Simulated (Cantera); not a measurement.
A perfectly stirred reactor is fed with CH₄ : CO : O₂ : N₂ = 1 : 0.14 : 2.69 : 10.1 (molar parts), at 5.23 atm; it is adiabatic with a 650 K inlet, and is followed from long to short residence time, starting on the burning branch (τ in s: 0.13, 0.056, 0.025, 0.011, 0.0049, 0.0022, 0.00096, 0.00043, 0.00019, 8.5e-05, 3.8e-05, 1.7e-05, 7.4e-06).

Cantera simulation using GRI-Mech 3.0 (53 species, 325 reactions); the numbers are that mechanism's predictions, not measurements.

What does this change do: pressure from 5.23 atm to 3.36 atm?


| quantity | before | after |
|---|---|---|
| blow-out, bracketed by the residence times tried | burning at 38.0 µs, out at 17.0 µs | burning at 38.0 µs, out at 17.0 µs |
| x(CH₄) at τ = 0.130 s | 6.08e-7 | 8.27e-7 |
| x(CO) at τ = 0.130 s | 0.00119 | 0.00147 |
| x(O₂) at τ = 0.130 s | 0.0430 | 0.0433 |
| x(H) at τ = 0.130 s | 5.47e-5 | 7.52e-5 |
| x(OH) at τ = 0.130 s | 0.00285 | 0.00316 |
| x(CH₄) at τ = 0.960 ms | 4.66e-5 | 5.42e-5 |
| x(CO) at τ = 0.960 ms | 0.00416 | 0.00585 |
| x(O₂) at τ = 0.960 ms | 0.0458 | 0.0465 |
| x(H) at τ = 0.960 ms | 0.000245 | 0.000475 |
| x(OH) at τ = 0.960 ms | 0.00435 | 0.00535 |
